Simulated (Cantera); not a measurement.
# Reactions in the system O-Pb-S

Standard-state values (1 bar) from the NASA 1993 polynomials, evaluated with Cantera. Values are per mole of reaction as written; species without (g) are pure solids or liquids, kept so even where they would boil at 1 bar.

4 PbO(g) + S₂(g) ⇌ 2 SO₂(g) + 4 Pb

| T (K) | ΔH° (kJ) | ΔS° (J/K) | ΔG° (kJ) | log10 K |
|---|---|---|---|---|
| 2325 | -905.9 | -325.6 | -148.9 | 3.35 |
| 2350 | -904.8 | -325.1 | -140.8 | 3.13 |
| 2375 | -903.8 | -324.7 | -132.7 | 2.92 |
| 2400 | -902.8 | -324.3 | -124.6 | 2.71 |
| 2425 | -901.7 | -323.8 | -116.5 | 2.51 |
| 2450 | -900.7 | -323.4 | -108.4 | 2.31 |
| 2475 | -899.6 | -323.0 | -100.3 | 2.12 |
| 2500 | -898.6 | -322.5 | -92.2 | 1.93 |
| 2525 | -897.5 | -322.1 | -84.2 | 1.74 |
